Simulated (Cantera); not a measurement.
An isothermal, constant-pressure homogeneous reactor starts with CH4 : H2O : H2 = 1 : 0.62 : 0.7 (molar parts), at 1598 K and 100.0 Torr. Integrator tolerance rtol = 1e-08.

Cantera simulation using GRI-Mech 3.0 (53 species, 325 reactions); the numbers are that mechanism's predictions, not measurements. GRI-Mech 3.0 stops at C3 and has no aromatics, soot or wall deposition, so with more carbon than oxygen in the feed, carbon stays in small species such as C2H2 where larger ones or solid carbon would form.

Question: What does this change do: pressure from 100.0 Torr to 1.01 bar?

Answer: 
```csv
quantity,before,after
x(CH4) at 10.0 s,0.0185 (gas-phase equilibrium 0.00623),0.0445 (gas-phase equilibrium 0.0366)
x(H2O) at 10.0 s,0.0754 (gas-phase equilibrium 3.17e-7),0.0370 (gas-phase equilibrium 2.96e-6)
x(H2) at 10.0 s,0.729 (gas-phase equilibrium 0.790),0.737 (gas-phase equilibrium 0.768)
x(HO2) at 10.0 s,<1e-12 (gas-phase equilibrium <1e-12),<1e-12 (gas-phase equilibrium <1e-12)
x(CH2CO) at 10.0 s,7.33e-6 (gas-phase equilibrium 4.91e-8),1.99e-6 (gas-phase equilibrium 3.06e-7)
x(OH) at 10.0 s,4.98e-7 (gas-phase equilibrium 2.04e-12),8.90e-8 (gas-phase equilibrium 7.00e-12)
```
